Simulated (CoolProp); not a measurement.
Properties of CH2F2 (R32) along the isotherm 161.85 °C.

Values from CoolProp's reference Helmholtz-energy equation of state, Tillner-Roth 1997.

```csv
p (kPa),phase,density (kg/m³),cp (kJ/(kg K)),cv (kJ/(kg K)),expansivity (1/kK),Prandtl number
45.7,gas,0.6583,1.045,0.8840,2.311,0.756
86.7,gas,1.250,1.047,0.8846,2.322,0.756
164,gas,2.371,1.050,0.8857,2.343,0.755
311,gas,4.517,1.056,0.8879,2.384,0.754
590,gas,8.644,1.069,0.8920,2.463,0.752
1120,gas,16.69,1.093,0.8999,2.620,0.750
2120,gas,32.65,1.144,0.9151,2.944,0.751
4020,gas,66.23,1.257,0.9449,3.682,0.772
7630,supercritical,145.2,1.558,1.003,5.667,0.874
14500,supercritical,358.4,2.266,1.077,9.532,1.22
```

Viscosity comes from a separate model (Bell 2016), an estimate that may be off by 10 % or more. Thermal conductivity comes from a separate model (Huber 2003), an estimate that may be off by 10 % or more.
